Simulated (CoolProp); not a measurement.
R1233zd(E) along the isobar 25.7 bar: fugacity coefficient from the reference equation and from simpler models built on Tc = 438.9 K, pc = 35.83 bar, ω = 0.304; each cubic takes its own stable root.

The numbers come from the reference Helmholtz-energy equation of state, Akasaka 2022 in CoolProp.

```csv
T (K),phase,reference,van der Waals,Redlich-Kwong,Soave-Redlich-Kwong,Peng-Robinson
334.4,liquid,0.1547,0.3884,0.2303,___,0.1548
348.8,liquid,0.2174,0.4554,0.3014,0.2241,0.2177
363.3,liquid,0.2945,0.5263,0.3828,0.3044,0.2952
377.7,liquid,0.3848,0.5990,0.4717,___,___
392.2,liquid,___,0.6734,___,0.5047,0.4890
406.6,liquid,0.6014,0.7402,0.6653,0.6194,0.6004
421.1,gas,0.7120,0.7635,0.7311,0.7243,0.7048
435.5,gas,0.7466,0.7833,0.7577,0.7566,0.7369
450,gas,0.7753,0.8008,___,0.7840,0.7643
```

### Question
Complete the blanks.

### Answer

- 334.4, Soave-Redlich-Kwong: 0.1589
- 377.7, Soave-Redlich-Kwong: 0.3980
- 377.7, Peng-Robinson: 0.3857
- 392.2, reference: 0.4884
- 392.2, Redlich-Kwong: 0.5674
- 450, Redlich-Kwong: 0.7806

At some of these states van der Waals gives the other phase, because its saturation line lies elsewhere.
